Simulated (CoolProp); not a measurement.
Vapour-liquid equilibrium of propylene (1) + R152A (2) at 0.155 bar; x and y are mole fractions of (1).

The numbers come from the multi-fluid Helmholtz-energy mixture model, Lemmon 2013 and Outcalt 1996; pair parameters Bell 2016 in CoolProp.

| x | bubble temperature (K) | y at the bubble point | dew temperature at overall composition x (K) | liquid density (mol/L) |
|---|---|---|---|---|
| 0.05 | 206.8 | 0.389 | 212.9 | 16.47 |
| 0.2 | 197.2 | 0.731 | 210.5 | 16.42 |
| 0.35 | 194.0 | 0.810 | 207.7 | 16.22 |
| 0.5 | 192.9 | 0.839 | 204.3 | 15.99 |
| 0.65 | 192.3 | 0.858 | 200.1 | 15.79 |
| 0.8 | 191.8 | 0.886 | 194.4 | 15.62 |
| 0.95 | 191.3 | 0.955 | 191.3 | 15.50 |

No azeotrope shows between x = 0.05 and 0.95.

Pair parameters are fitted to limited data, so mixtures are less certain than the pure fluids.
